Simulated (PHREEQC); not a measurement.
Dissolve 0.041 mol/kgw MnSO4, 0.046 mol/kgw ZnCl2 and 0.00011 mol/kgw Na2SO4 at 20 °C. Closed to the air; pH follows from the charge balance.

The numbers come from PHREEQC with the ion-association model, wateq4f.dat.

Precipitation was switched off in this run.

Q: Order these Mn species by the share of Mn that they hold, largest first: MnCl2, Mn+2, MnSO4, MnCl+.

A: Mn+2 (72 %), MnSO4 (19 %), MnCl+ (8.0 %), MnCl2 (0.15 %)

Q: Order these Cl species by the share of Cl that they hold, largest first: ZnCl+, MnCl+, Cl-, MnCl2, ZnCl2.

A: Cl- (94 %), MnCl+ (3.6 %), ZnCl+ (2.0 %), ZnCl2 (0.17 %), MnCl2 (0.14 %)

The pH is 5.40 and the ionic strength 0.207 mol/kgw.
